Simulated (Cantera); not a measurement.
Cantera run:

```python
import numpy as np
import cantera as ct

gas_names = """
    H2 OH NH3 VO2 NO N2
""".split()
cond_names = """
    VN(s) V2O5(s) V2O5(L)
""".split()


# ... load() reads the species with a 1 bar reference pressure and builds the phases ...
species = {s.name: s for s in load("nasa_gas.yaml", gas_names) + load("nasa_condensed.yaml", cond_names)}
# Each term lists the table entries of one substance; the one whose range holds T is used.
reactions = {
    '2 VN + H2(g) + 4 OH(g) = 2 NH3(g) + 2 VO2(g)':
        [(-2, ['VN(s)']), (-1, ['H2']), (-4, ['OH']), (2, ['NH3']), (2, ['VO2'])],
    '4 VN + 10 NO(g) = 7 N2(g) + 2 V2O5':
        [(-4, ['VN(s)']), (-10, ['NO']), (7, ['N2']), (2, ['V2O5(s)', 'V2O5(L)'])],
}


def pick(names, T):
    return next(species[n] for n in names if species[n].thermo.min_temp <= T <= species[n].thermo.max_temp)


results = []
for label, terms in reactions.items():
    print(label)
    print("     T/K   dH/kJ  dS/(J/K)   dG/kJ   log10 K")
    for T in [1200, 1300, 1400, 1500, 1600, 1700, 1800, 1900]:
        used = [(nu, pick(names, T)) for nu, names in terms]
        dH = sum(nu * s.thermo.h(T) for nu, s in used) / 1e6
        dS = sum(nu * s.thermo.s(T) for nu, s in used) / 1e3
        dG = dH - T * dS / 1e3
        logK = -dG * 1e6 / (ct.gas_constant * T * np.log(10))
        results.append((label, T, dH, dS, dG, logK, [s.name for _, s in used]))
        print(f"{T:8g} {dH:8.1f} {dS:8.1f} {dG:8.1f} {logK:8.2f}")
```

Output:

```
2 VN + H2(g) + 4 OH(g) = 2 NH3(g) + 2 VO2(g)
     T/K   dH/kJ  dS/(J/K)   dG/kJ   log10 K
    1200   -321.4    -93.3   -209.5     9.12
    1300   -325.0    -96.2   -200.0     8.04
    1400   -328.7    -98.9   -190.3     7.10
    1500   -332.3   -101.4   -180.2     6.28
    1600   -336.1   -103.8   -170.0     5.55
    1700   -339.8   -106.1   -159.5     4.90
    1800   -343.7   -108.3   -148.8     4.32
    1900   -347.7   -110.5   -137.8     3.79
4 VN + 10 NO(g) = 7 N2(g) + 2 V2O5
     T/K   dH/kJ  dS/(J/K)   dG/kJ   log10 K
    1200  -2977.9   -462.3  -2423.1   105.47
    1300  -2973.6   -458.8  -2377.1    95.51
    1400  -2969.7   -456.0  -2331.3    86.98
    1500  -2966.4   -453.7  -2285.8    79.60
    1600  -2963.4   -451.8  -2240.6    73.15
    1700  -2960.9   -450.3  -2195.5    67.46
    1800  -2958.9   -449.1  -2150.5    62.40
    1900  -2957.2   -448.2  -2105.6    57.89
```

Cantera with NASA thermochemical tables; ideal gases at 1 bar, condensed phases pure. VN: taken at fixed stoichiometry. Condensed species are held in their standard states even where they would react or evaporate.
